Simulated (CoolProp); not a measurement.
Vapour-liquid equilibrium of propylene (1) + R114 (2) at 1.09 MPa; x and y are mole fractions of (1).

The numbers come from the multi-fluid Helmholtz-energy mixture model, Lemmon 2013 and Platzer 1990; pair parameters Bell 2016 in CoolProp. This equation is an older, rougher fit; its heat capacities, sound speeds and derivatives of the liquid may be far off and weren't checked against measurements.

Q: Give the bubble temperature and the first vapour's composition at x = 0.05, 0.2, 0.8. Is there an azeotrope?

A: x = 0.05: 353.9 K, y = 0.143; x = 0.2: 336.7 K, y = 0.473; x = 0.8: 302.1 K, y = 0.922. No azeotrope shows between x = 0.05 and 0.95.

Pair parameters are fitted to limited data, so mixtures are less certain than the pure fluids.
